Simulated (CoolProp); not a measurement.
Vapour-liquid equilibrium of R143a (1) + R152A (2) at 21.6 kPa; x and y are mole fractions of (1).

Model: multi-fluid Helmholtz-energy mixture model, Lemmon and Jacobsen 2000 and Outcalt 1996; pair parameters Bell 2016, in CoolProp.

| x | bubble temperature (K) | y at the bubble point | dew temperature at overall composition x (K) | liquid density (mol/L) |
|---|---|---|---|---|
| 0.05 | 216.4 | 0.190 | 218.4 | 16.19 |
| 0.15 | 212.3 | 0.434 | 217.0 | 16.08 |
| 0.25 | 209.3 | 0.583 | 215.4 | 15.95 |
| 0.35 | 206.9 | 0.684 | 213.8 | 15.80 |
| 0.45 | 205.0 | 0.759 | 212.0 | 15.64 |
| 0.55 | 203.4 | 0.817 | 210.0 | 15.48 |
| 0.65 | 202.0 | 0.866 | 207.7 | 15.31 |
| 0.75 | 200.7 | 0.909 | 205.2 | 15.15 |
| 0.85 | 199.6 | 0.947 | 202.5 | 14.99 |
| 0.95 | 198.5 | 0.983 | 199.5 | 14.83 |

No azeotrope shows between x = 0.05 and 0.95.

Pair parameters are fitted to limited data, so mixtures are less certain than the pure fluids.
